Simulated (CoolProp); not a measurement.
CH2F2 (R32) at 261.84 K and 0.355 MPa is compressed adiabatically to 1.71 MPa with isentropic efficiency 0.9. Each further row changes one setting.

Computed with CoolProp (reference Helmholtz-energy equation of state, Tillner-Roth 1997).

| case | work (kJ/kg) | final temperature (K) | final density (kg/m³) |
|---|---|---|---|
| as stated | 78.1 | 365.5 | 32.7 |
| efficiency 1 | 70.3 | 358.5 | 33.7 |
| efficiency 0.65 | 108 | 392.8 | 29.6 |
